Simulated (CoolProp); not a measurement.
Vapour-liquid equilibrium of carbon dioxide (1) + dimethyl ether (2) at 0.55 MPa; x and y are mole fractions of (1).

Model: multi-fluid Helmholtz-energy mixture model, Span 1996 and Wu 2011; pair parameters Bell 2016, in CoolProp.

Problem. Give the bubble temperature and the first vapour's composition at x = 0.45, 0.65, 0.75. Is there an azeotrope?

Solution. x = 0.45: 241.9 K, y = 0.918; x = 0.65: 230.3 K, y = 0.972; x = 0.75: 226.0 K, y = 0.985. No azeotrope shows between x = 0.05 and 0.95.

The pair parameters rest on a limited set of measurements; away from them the model extrapolates.
